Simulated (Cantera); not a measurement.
## Halide evaporation, hydrolysis and transport: CsCl + HCl + H2

Charge: 1 mol CsCl, 1.4 mol HCl, 21 mol H2, at 1175 °C and 75.0 Torr.

Equilibrium computed with Cantera from the NASA thermochemical tables; the gas is ideal and each condensed phase is pure. Candidate condensed phases: Cs, CsCl; 9 gas species. Rates play no part.

```json
{
  "x(H2)": "0.898",
  "x(HCl)": "0.0598",
  "x(CsCl)": "0.0423",
  "x(Cs2Cl2)": "0.000203",
  "x(H)": "2.76e-5",
  "x(Cs)": "2.04e-6",
  "x(Cl)": "1.50e-6",
  "gas_amount": "23.40 mol",
  "log10 activity of CsCl(l) (absent)": "-1.79",
  "log10 activity of Cs(l) (absent)": "-7.94"
}
```
